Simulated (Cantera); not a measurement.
Feed: 1 mol SiCl4, 20 mol NH3, 32 mol H2, at 0.0405 Torr.

These are equilibrium values from Cantera (NASA tables, ideal gas, pure condensed phases), not measurements of a reactor. Candidate condensed phases: NH4Cl, Si, Si3N4; 28 gas species. Equilibrium is a limit: real reactors are often held back by kinetics, nucleation or transport.

Which condensed phases are stable at each of these points (T (K)): 1200, 1275, 1350, 1425, 1500, 1575, 1650, 1725, 1800, 1875, 1950?


```csv
T (K),condensed phases,Si condensed (%)
1200,Si3N4(s),98.4
1275,Si3N4(s),92.9
1350,Si3N4(s),76.6
1425,Si(s),52.8
1500,Si(s),49.6
1575,Si(s),40.9
1650,Si(s),8.3
1725,gas only,0.0
1800,gas only,0.0
1875,gas only,0.0
1950,gas only,0.0
```

From 1200 K to 1350 K the condensed part is Si3N4(s). From 1425 K to 1650 K the condensed part is Si(s). From 1725 K to 1950 K nothing is condensed.
